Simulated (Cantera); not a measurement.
Standard-state values (1 bar) from the NASA 1993 polynomials, evaluated with Cantera. Values are per mole of reaction as written; species without (g) are pure solids or liquids, kept so even where they would boil at 1 bar.

4 CO(g) + SO₃(g) ⇌ COS(g) + 3 CO₂(g), with ΔH° = -481.1 kJ and ΔS° = -174.5 J/K at 300 K.

Q: How far is the shortcut ΔG° ≈ ΔH°(300 K) − T·ΔS°(300 K) from the full temperature-dependent value at 1298, 1398, 1498, 1598, 1698, 1798, 1898, 1998, 2098, 2198 K?

A: 
```tsv
T (K)	shortcut (kJ)	full (kJ)	difference (kJ)	difference in log10 K
1298	-254.5	-254.2	-0.3	0.01
1398	-237.1	-237.2	0.2	-0.01
1498	-219.6	-220.4	0.8	-0.03
1598	-202.2	-203.6	1.5	-0.05
1698	-184.7	-187.0	2.3	-0.07
1798	-167.3	-170.4	3.1	-0.09
1898	-149.8	-153.9	4.1	-0.11
1998	-132.3	-137.5	5.2	-0.14
2098	-114.9	-121.2	6.3	-0.16
2198	-97.4	-105.0	7.6	-0.18
```
The shortcut ignores the heat-capacity change of the reaction.
